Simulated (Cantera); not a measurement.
A perfectly stirred reactor is fed with 25.6 % H₂, 15.6 % O₂, 58.7 % N₂, equivalence ratio 0.82, at 5.00 bar; it is adiabatic with a 650 K inlet, and is followed from long to short residence time, starting on the burning branch (τ in s: 0.086, 0.043, 0.022, 0.011, 0.0054, 0.0027, 0.0013, 0.00067, 0.00034, 0.00017, 8.4e-05, 4.2e-05, 2.1e-05).

Model: GRI-Mech 3.0 (53 species, 325 reactions), integrated in Cantera. The hydrogen kinetics of GRI-Mech 3.0 are dated; newer H2 mechanisms differ, most at raised pressure.

One state of this run: T (K) = 2325; x H₂ = 0.0137; x O₂ = 0.0342; x H = 0.00445; x N₂O = 6.51e-7; x O = 0.00352; x NO₂ = 1.27e-7; x HO₂ = 2.01e-5. x: mole fraction; the columns are a selection and need not sum to one.

Q: Which value of τ (s) does it belong to?
(A) 0.00034
(B) 8.4e-5
(C) 0.00067
(D) 4.2e-5

A: B, 8.4e-5
